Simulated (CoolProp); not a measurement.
A simple Rankine cycle with R114: condensing at 305.15 K, boiler at 2.57 MPa, turbine inlet 444.9 K, turbine efficiency 0.85, pump efficiency 0.7, no recuperator. Each further row changes one setting.

Values from CoolProp's reference Helmholtz-energy equation of state, Platzer 1990. This equation is an older, rougher fit; its heat capacities, sound speeds and derivatives of the liquid may be far off and weren't checked against measurements.

| case | thermal efficiency (%) | net work (kJ/kg) | heat in (kJ/kg) | turbine exit temperature (K) | volume ratio over the turbine |
|---|---|---|---|---|---|
| as stated | 14.6 | 31.1 | 214 | 380.9 | 10.7 |
| turbine inlet 464.9 K | 14.4 | 33.7 | 233 | 402.0 | 10.2 |
| condensing temperature 297.15 K | 15.7 | 34.8 | 222 | 375.5 | 13.7 |
| boiler pressure 1.8 MPa | 12.8 | 28.3 | 222 | 394.5 | 6.96 |
| turbine efficiency 0.75 | 12.7 | 27.2 | 214 | 385.9 | 10.9 |
